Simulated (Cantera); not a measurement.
Charge: 1 mol Cr, 0.039 mol O2, 20 mol H2O, at 1 atm.

Cantera equilibrium calculation (NASA polynomials, part measured and part estimated; ideal gas, pure solids and liquids). Candidate condensed phases: Cr, Cr2O3, H2O; 13 gas species. Gases not in the tables: CrO2(OH)2. The numbers say what is thermodynamically allowed, not how fast it happens.

x: gas mole fraction; n: condensed amount in mol.

```csv
T (K),x H2O,x H2,x OH,x H,n Cr2O3(s)
948,0.929,0.0711,…,1.39e-10,0.500
1098,0.929,0.0711,…,6.55e-9,0.500
1248,0.929,0.0711,…,1.24e-7,0.500
1398,0.929,0.0711,…,1.25e-6,0.500
1548,0.929,0.0711,…,8.16e-6,0.500
1698,0.929,0.0711,…,3.83e-5,0.500
1848,0.929,0.0711,…,0.000140,0.500
1998,0.928,0.0712,…,0.000425,0.500
2148,0.925,0.0716,…,0.00111,0.500
```

Task: Fill in the missing entries.

Result: 
- 948, x OH: 2.63e-12
- 1098, x OH: 3.77e-10
- 1248, x OH: 1.65e-8
- 1398, x OH: 3.23e-7
- 1548, x OH: 3.56e-6
- 1698, x OH: 2.57e-5
- 1848, x OH: 0.000135
- 1998, x OH: 0.000552
- 2148, x OH: 0.00184
